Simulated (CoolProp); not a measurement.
A single-stage vapour-compression cycle with R125: evaporating at 198.15 K (dew point), condensing at 247.15 K (bubble point), superheat 2 K, subcooling 8 K, compressor efficiency 0.9, no pressure losses. Each further row changes one setting.

The numbers come from the reference Helmholtz-energy equation of state, Lemmon 2005 in CoolProp.

| case | cooling COP | pressure ratio | discharge temperature (K) | refrigerating effect (kJ/kg) | volumetric capacity (kJ/m³) |
|---|---|---|---|---|---|
| as stated | 3.11 | 12.3 | 268.3 | 134 | 213 |
| evaporating temperature 203.15 K | 3.64 | 8.91 | 265.1 | 137 | 295 |
| condensing temperature 242.15 K | 3.56 | 10.0 | 262.4 | 140 | 222 |
| subcooling 13 K | 3.25 | 12.3 | 268.3 | 140 | 222 |
| superheat 12 K | 3.10 | 12.3 | 279.2 | 140 | 212 |
| compressor efficiency 0.8 | 2.77 | 12.3 | 275.2 | 134 | 213 |
